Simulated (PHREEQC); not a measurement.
1 kg of water holding 34 mmol/kgw K2SO4 and 18 mmol/kgw Na2SO4 is evaporated at 25 °C; the solids stay in contact with the brine. The system is closed to CO2. Solids allowed: Arcanite, Glaserite, Mirabilite, Misenite, Thenardite. Others were left out.

The numbers come from PHREEQC with the Pitzer model, pitzer.dat.

| water left (kg) | ionic strength | water activity | Glaserite (mol) | Arcanite (mol) | Na in solution (mol/kgw) | S in solution (mol/kgw) | K in solution (mol/kgw) |
|---|---|---|---|---|---|---|---|
| 1 | 0.156 | 0.998 | 0 | 0 | 0.0360 | 0.0520 | 0.0680 |
| 0.8219 | 0.190 | 0.997 | 0 | 0 | 0.0438 | 0.0633 | 0.0827 |
| 0.6755 | 0.231 | 0.997 | 0 | 0 | 0.0533 | 0.0770 | 0.101 |
| 0.5552 | 0.281 | 0.996 | 0 | 0 | 0.0648 | 0.0937 | 0.122 |
| 0.4563 | 0.342 | 0.995 | 0 | 0 | 0.0789 | 0.114 | 0.149 |
| 0.375 | 0.416 | 0.994 | 0 | 0 | 0.0960 | 0.139 | 0.181 |
| 0.3082 | 0.506 | 0.993 | 0 | 0 | ___ | 0.169 | 0.221 |
| 0.2082 | 0.749 | 0.990 | 0 | 0 | 0.173 | 0.250 | 0.327 |
| 0.1711 | 0.912 | 0.988 | 0 | 0 | 0.210 | 0.304 | 0.397 |
| 0.1407 | 1.11 | 0.986 | 0 | 0 | 0.256 | 0.370 | 0.483 |
| 0.1156 | 1.35 | 0.983 | 0 | 0 | 0.311 | 0.450 | 0.588 |
| 0.09502 | 1.64 | ___ | 0 | 0 | 0.379 | 0.547 | 0.716 |
| 0.07809 | 2.00 | 0.977 | 0 | 0 | 0.461 | 0.666 | 0.871 |
| 0.06418 | 2.43 | 0.972 | 0 | 0 | 0.561 | 0.810 | 1.06 |
| 0.05275 | 2.96 | 0.967 | 0 | 0 | 0.682 | 0.986 | 1.29 |
| 0.04335 | 3.31 | 0.963 | 0 | 0.00423 | 0.830 | 1.10 | 1.37 |
| 0.03564 | 3.61 | 0.960 | 0 | 0.00917 | 1.01 | 1.20 | 1.39 |
| 0.0293 | 3.97 | 0.957 | 0 | 0.0133 | 1.23 | 1.32 | 1.42 |
| 0.02407 | 3.99 | 0.957 | 0.00609 | 0.00781 | 1.24 | 1.33 | 1.42 |
| 0.01627 | 4.04 | 0.956 | 0.0150 | 0 | 1.29 | 1.35 | 1.41 |
| 0.01337 | 4.23 | 0.954 | 0.0166 | 0 | 1.45 | 1.41 | 1.37 |
| 0.01099 | 4.47 | 0.952 | 0.0178 | 0 | 1.65 | 1.49 | 1.33 |
| 0.00903 | 4.79 | 0.949 | 0.0188 | 0 | ___ | 1.60 | 1.29 |
| 0.007426 | 5.18 | 0.945 | 0.0196 | 0 | 2.21 | 1.73 | 1.25 |
| 0.006093 | 5.69 | 0.940 | 0.0202 | 0 | 2.59 | 1.90 | 1.21 |
| 0.005012 | 6.32 | 0.933 | 0.0207 | 0 | 3.05 | 2.11 | 1.17 |

Question: What belongs in the gaps?

Answer: 
- 0.3082, Na in solution (mol/kgw): 0.117
- 0.09502, water activity: 0.980
- 0.00903, Na in solution (mol/kgw): 1.91
